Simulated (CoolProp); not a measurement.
Properties of water along the isobar 30400 kPa (Tc = 647.1 K, pc = 22060 kPa, ω = 0.344).

Computed with CoolProp (reference Helmholtz-energy equation of state, Wagner 2002).

| T (K) | phase | density (kg/m³) | cv (kJ/(kg K)) | isothermal compressibility (1/MPa) | conductivity (mW/(m K)) |
|---|---|---|---|---|---|
| 463.4 | liquid | 895.0 | 3.336 | 0.0006846 | 688 |
| 469.1 | liquid | 889.1 | 3.315 | 0.0007109 | 685 |
| 474.8 | liquid | 883.1 | 3.295 | 0.0007392 | 682 |
| 480.5 | liquid | 877.0 | 3.275 | 0.0007696 | 679 |
| 486.1 | liquid | 870.8 | 3.256 | 0.0008019 | 675 |
| 491.8 | liquid | 864.3 | 3.237 | 0.0008374 | 671 |
| 497.5 | liquid | 857.7 | 3.218 | 0.0008758 | 667 |
| 503.1 | liquid | 851.1 | 3.201 | 0.0009168 | 662 |
| 508.8 | liquid | 844.1 | 3.183 | 0.0009620 | 657 |
| 514.5 | liquid | 837.0 | 3.166 | 0.001011 | 652 |
| 520.2 | liquid | 829.8 | 3.149 | 0.001065 | 647 |
| 525.8 | liquid | 822.4 | 3.133 | 0.001123 | 642 |
| 531.5 | liquid | 814.8 | 3.117 | 0.001188 | 636 |
| 537.2 | liquid | 806.9 | 3.102 | 0.001259 | 630 |

Thermal conductivity comes from a separate model (Huber 2012).
